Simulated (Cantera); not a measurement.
An isothermal plug-flow reactor at 675 K and 4.93 atm (inlet), inlet velocity 0.83 m/s, active area per volume 490 1/m; feed H2 : O2 : N2 = 0.0057 : 0.036 : 0.79 (molar parts), equivalence ratio 0.079.

Model: Deutschmann's 1995 Pt surface mechanism with GRI-Mech 3.0 gas chemistry, integrated in Cantera. Catalytic surfaces can have several steady states; this one follows from the mechanism file's or the stated starting coverage. Mass transfer to the wall is taken as infinitely fast.

Problem. What does this change do: pressure from 4.93 atm to 1.78 atm?

Solution. 
```csv
quantity,before,after
x(H2) at z = 0.042 m,8.89e-6,2.60e-6
x(O2) at z = 0.042 m,0.0400,0.0400
x(H2O) at z = 0.042 m,0.00687,0.00687
θ(free Pt) at the exit,0.00352,0.00554
θ(O*) at the exit,0.994,0.993
θ(OH*) at the exit,0.00256,0.00192
```

Problem. What does this change do: N2 0.79 to 0.4 parts?

Solution. 
```json
[
 {"quantity": "x(H2) at z = 0.042 m", "before": "8.89e-6", "after": "2.61e-5"},
 {"quantity": "x(O2) at z = 0.042 m", "before": "0.0400", "after": "0.0756"},
 {"quantity": "x(H2O) at z = 0.042 m", "before": "0.00687", "after": "0.0130"},
 {"quantity": "θ(free Pt) at the exit", "before": "0.00352", "after": "0.00274"},
 {"quantity": "θ(O*) at the exit", "before": "0.994", "after": "0.994"},
 {"quantity": "θ(OH*) at the exit", "before": "0.00256", "after": "0.00310"}
]
```
